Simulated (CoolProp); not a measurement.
CH2F2 (R32) along the isobar 238 bar: Z from the reference equation and from simpler models built on Tc = 351.3 K, pc = 57.83 bar, ω = 0.277; each cubic takes its own stable root.

The numbers come from the reference Helmholtz-energy equation of state, Tillner-Roth 1997 in CoolProp.

| T (K) | phase | reference |
|---|---|---|
| 225.5 | liquid | 0.5324 |
| 233.9 | liquid | 0.5218 |
| 242.3 | liquid | 0.5123 |
| 250.7 | liquid | 0.5038 |
| 259.2 | liquid | 0.4963 |
| 267.6 | liquid | 0.4898 |
| 276 | liquid | 0.4842 |
| 284.4 | liquid | 0.4795 |
| 292.8 | liquid | 0.4756 |
| 301.2 | liquid | 0.4726 |
| 309.6 | liquid | 0.4704 |
| 318 | liquid | 0.4692 |
| 326.4 | liquid | 0.4688 |
| 334.8 | liquid | 0.4695 |
| 343.2 | liquid | 0.4711 |

Task: How far does each simpler model (van der Waals, Redlich-Kwong) lie from the reference over these 15 states: mean and median of the absolute difference, and the worst?

Result: 
- van der Waals: mean 76.4 %, median 77.2 %, worst +86.0 % at 225.5 K and 238 bar
- Redlich-Kwong: mean 29.6 %, median 29.7 %, worst +30.7 % at 225.5 K and 238 bar
